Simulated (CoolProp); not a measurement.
Values from CoolProp's reference Helmholtz-energy equation of state, Wagner 2002.

Q: For water, give the phase and the Z, cv (kJ/(kg K)), isothermal compressibility (1/MPa), conductivity (mW/(m K)) at 723.1 K and 17.6 MPa.

A: 
- 723.1 K and 17.6 MPa: gas; Z 0.796, cv 2.15, isothermal compressibility 0.0740, conductivity 85.0

Thermal conductivity comes from a separate model (Huber 2012).
